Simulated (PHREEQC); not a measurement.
Model water analysis in mg/kgw, 20 °C, pH 2.19, pe 13: Na 38.8; K 24; Ca 68.2; Mg 9.54; Cl 6.88; S(6) as SO4 1020; Si as SiO2 0.441.

Valence states are taken as typed.

Equilibrium calculation in PHREEQC: ion-association model, phreeqc.dat.

Task: The ionic strength comes out as 0.0237 mol/kgw. What activity coefficients do KSO4-, Cl-, K+, Mg+2, HSO4- get?

Result: KSO4- 0.87, Cl- 0.86, K+ 0.86, Mg+2 0.58, HSO4- 0.86.

This is a speciation only: nothing precipitates in the calculation.
